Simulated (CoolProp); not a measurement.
R1132(E) along the isobar 56.6 bar: density (kg/m³) from the reference equation and from simpler models built on Tc = 348.8 K, pc = 51.74 bar, ω = 0.245; each cubic takes its own stable root.

Model: reference Helmholtz-energy equation of state, Akasaka 2024, in CoolProp.

| T (K) | phase | reference | Redlich-Kwong | Soave-Redlich-Kwong | Peng-Robinson |
|---|---|---|---|---|---|
| 253.5 | liquid | 1073 | 941.9 | 974.8 | 1102 |
| 264.7 | liquid | 1044 | 910.2 | 943.6 | 1067 |
| 276 | liquid | 1012 | 875.8 | 909.3 | 1028 |
| 287.3 | liquid | 977.9 | 838.5 | 871.5 | 985.6 |
| 298.6 | liquid | 940.3 | 797.5 | 829.3 | 937.4 |
| 309.8 | liquid | 898.5 | 752.2 | 781.7 | 882.7 |
| 321.1 | liquid | 849.2 | 699.7 | 725.6 | 817.7 |
| 332.4 | liquid | 788.0 | 636.2 | 656.5 | 736.7 |
| 343.6 | liquid | 700.8 | 550.7 | 560.9 | 624.0 |
| 354.9 | supercritical | 331.8 | 335.6 | 302.1 | 321.8 |
| 366.2 | supercritical | 214.7 | 216.8 | 207.0 | 218.2 |
| 377.5 | supercritical | 182.0 | 185.1 | 177.2 | 185.6 |
| 388.7 | supercritical | 162.8 | 166.2 | 159.2 | 166.0 |
| 400 | supercritical | 149.1 | 152.6 | 146.1 | 152.0 |
